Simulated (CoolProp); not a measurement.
Computed with CoolProp (reference Helmholtz-energy equation of state, Thol 2012).

**Question.** Give the vapour pressure (MPa), liquid cp (kJ/(kg K)), vapour Z, vapour viscosity (µPa s) of saturated benzene at 398.2, 402.4, 418.8 K.

**Answer.** 
```
T (K)  p (MPa)  liquid cp (kJ/(kg K))  vapour Z  vapour viscosity (µPa s)
-----  -------  ---------------------  --------  ------------------------
398.2    0.338                   2.07     0.920                      9.91
402.4    0.373                   2.08     0.915                      10.0
418.8    0.532                   2.15     0.891                      10.4
```

Viscosity comes from a separate model (Avgeri 2014).
